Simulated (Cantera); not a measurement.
An isothermal, constant-pressure homogeneous reactor starts with NH₃ : H₂ = 1 : 0.17 (molar parts), at 2275 K and 10.00 Torr.

Detailed kinetics in Cantera: the gas-phase N/H chemistry of the illustrative SiF4/NH3 mechanism in the Surface Chemkin manual (1991). Walls and surfaces, which speed up NH3 decomposition in real reactors, are not modelled.

x: mole fraction; the columns are a selection and need not sum to one.

| t (s) | x NH₃ | x H₂ | x NH | x N₂ | x N | x H |
|---|---|---|---|---|---|---|
| 1.00e-6 | 0.855 | 0.145 | 2.27e-12 | <1e-12 | <1e-12 | 1.38e-6 |
| 3.63e-6 | 0.855 | 0.145 | 8.87e-11 | <1e-12 | <1e-12 | 3.31e-6 |
| 1.32e-5 | 0.855 | 0.145 | … | <1e-12 | <1e-12 | 5.60e-6 |
| 4.80e-5 | 0.854 | 0.145 | … | 5.70e-10 | 5.03e-11 | 1.15e-5 |
| 0.000174 | 0.854 | 0.146 | … | 1.93e-7 | 7.84e-9 | 3.30e-5 |
| 0.000634 | 0.852 | 0.146 | … | 3.75e-5 | 4.60e-7 | 0.000109 |
| 0.00230 | 0.840 | 0.153 | … | 0.00217 | 3.63e-6 | 0.000260 |
| 0.00837 | 0.789 | 0.190 | 9.78e-5 | 0.0159 | 4.73e-6 | 0.000338 |
| 0.0304 | 0.635 | 0.303 | 0.000100 | 0.0576 | 6.27e-6 | 0.000546 |
| 0.110 | 0.323 | 0.531 | … | 0.142 | 8.05e-6 | 0.00113 |
| 0.401 | 0.0506 | 0.730 | … | 0.216 | 8.40e-6 | 0.00270 |
| 1.46 | 2.93e-5 | 0.748 | … | 0.228 | 3.34e-6 | 0.0239 |
| 5.30 | 1.07e-7 | 0.715 | … | 0.223 | 2.35e-7 | 0.0612 |
| 19.3 | 5.15e-8 | 0.714 | 2.82e-8 | 0.223 | 1.21e-7 | 0.0626 |
| 70.0 | 5.13e-8 | 0.714 | 2.80e-8 | 0.223 | 1.21e-7 | 0.0626 |

Task: What belongs in the gaps?

Result: 
- 1.32e-5, x NH: 2.58e-9
- 4.80e-5, x NH: 6.48e-8
- 0.000174, x NH: 1.50e-6
- 0.000634, x NH: 2.09e-5
- 0.00230, x NH: 8.77e-5
- 0.110, x NH: 8.83e-5
- 0.401, x NH: 4.75e-5
- 1.46, x NH: 2.13e-6
- 5.30, x NH: 5.60e-8
